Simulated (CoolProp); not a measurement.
Properties of isohexane along the isobar 2.26 MPa (Tc = 497.7 K, pc = 3.043 MPa, ω = 0.280).

Model: reference Helmholtz-energy equation of state, Lemmon 2006, in CoolProp. It is a short technical equation, of lower accuracy than the large ones.

```json
[
 {"T (K)": "221.5", "phase": "liquid", "Z": "0.1474", "cp (kJ/(kg K))": "1.909", "speed of sound (m/s)": "1419", "Joule-Thomson coefficient (K/MPa)": "-0.5384", "isothermal compressibility (1/MPa)": "0.0009194"},
 {"T (K)": "245.8", "phase": "liquid", "Z": "…", "cp (kJ/(kg K))": "2.000", "speed of sound (m/s)": "1300", "Joule-Thomson coefficient (K/MPa)": "…", "isothermal compressibility (1/MPa)": "0.001114"},
 {"T (K)": "270.2", "phase": "liquid", "Z": "0.1283", "cp (kJ/(kg K))": "2.103", "speed of sound (m/s)": "1187", "Joule-Thomson coefficient (K/MPa)": "-0.4591", "isothermal compressibility (1/MPa)": "0.001365"},
 {"T (K)": "294.6", "phase": "liquid", "Z": "0.1215", "cp (kJ/(kg K))": "2.213", "speed of sound (m/s)": "1079", "Joule-Thomson coefficient (K/MPa)": "-0.4127", "isothermal compressibility (1/MPa)": "0.001693"},
 {"T (K)": "318.9", "phase": "liquid", "Z": "0.1162", "cp (kJ/(kg K))": "…", "speed of sound (m/s)": "974.5", "Joule-Thomson coefficient (K/MPa)": "-0.3603", "isothermal compressibility (1/MPa)": "0.002136"},
 {"T (K)": "343.3", "phase": "liquid", "Z": "0.1121", "cp (kJ/(kg K))": "2.452", "speed of sound (m/s)": "871.9", "Joule-Thomson coefficient (K/MPa)": "-0.2982", "isothermal compressibility (1/MPa)": "0.002762"},
 {"T (K)": "367.6", "phase": "liquid", "Z": "0.1091", "cp (kJ/(kg K))": "2.582", "speed of sound (m/s)": "770.3", "Joule-Thomson coefficient (K/MPa)": "-0.2208", "isothermal compressibility (1/MPa)": "0.003688"},
 {"T (K)": "392", "phase": "liquid", "Z": "0.1073", "cp (kJ/(kg K))": "2.725", "speed of sound (m/s)": "667.3", "Joule-Thomson coefficient (K/MPa)": "-0.1153", "isothermal compressibility (1/MPa)": "…"},
 {"T (K)": "416.3", "phase": "liquid", "Z": "0.1069", "cp (kJ/(kg K))": "2.888", "speed of sound (m/s)": "561.1", "Joule-Thomson coefficient (K/MPa)": "0.04454", "isothermal compressibility (1/MPa)": "0.007833"},
 {"T (K)": "440.7", "phase": "liquid", "Z": "0.1085", "cp (kJ/(kg K))": "3.103", "speed of sound (m/s)": "446.6", "Joule-Thomson coefficient (K/MPa)": "0.3359", "isothermal compressibility (1/MPa)": "0.01364"},
 {"T (K)": "465", "phase": "liquid", "Z": "0.1143", "cp (kJ/(kg K))": "3.498", "speed of sound (m/s)": "313.2", "Joule-Thomson coefficient (K/MPa)": "1.093", "isothermal compressibility (1/MPa)": "0.03319"},
 {"T (K)": "489.4", "phase": "gas", "Z": "0.6178", "cp (kJ/(kg K))": "3.359", "speed of sound (m/s)": "…", "Joule-Thomson coefficient (K/MPa)": "16.31", "isothermal compressibility (1/MPa)": "0.8978"},
 {"T (K)": "513.7", "phase": "gas", "Z": "0.7126", "cp (kJ/(kg K))": "3.038", "speed of sound (m/s)": "164.2", "Joule-Thomson coefficient (K/MPa)": "10.91", "isothermal compressibility (1/MPa)": "0.6769"}
]
```

Question: What belongs in the gaps?

Answer: 
- 245.8, Z: 0.1368
- 245.8, Joule-Thomson coefficient (K/MPa): -0.5010
- 318.9, cp (kJ/(kg K)): 2.329
- 392, isothermal compressibility (1/MPa): 0.005177
- 489.4, speed of sound (m/s): 137.6
